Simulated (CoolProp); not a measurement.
Saturation properties of C2F6 (R116) (Tc = 19.9 °C, pc = 3048 kPa, ω = 0.257).

Computed with CoolProp (reference Helmholtz-energy equation of state, Lemmon 2006). It is a short technical equation, of lower accuracy than the large ones.

```
T (°C)  p (kPa)  vapour density (kg/m³)  surface tension (mN/m)
------  -------  ----------------------  ----------------------
-71.15    145.0                   12.65                    10.1
-67.85    170.3                   14.72                    9.66
-64.45    199.7                   17.13                    9.21
-61.15    231.9                   19.75                    8.77
-57.85    267.8                   22.68                    8.34
-54.45    309.1                   26.04                    7.90
-51.15    353.6                   29.67                    7.47
-47.75    404.4                   33.82                    7.03
-44.45    458.7                   38.29                    6.61
-41.15    518.2                   43.23                    6.20
```

It boils at -78.1 °C under 1 atm.

Surface tension comes from a separate correlation (Mulero 2012).
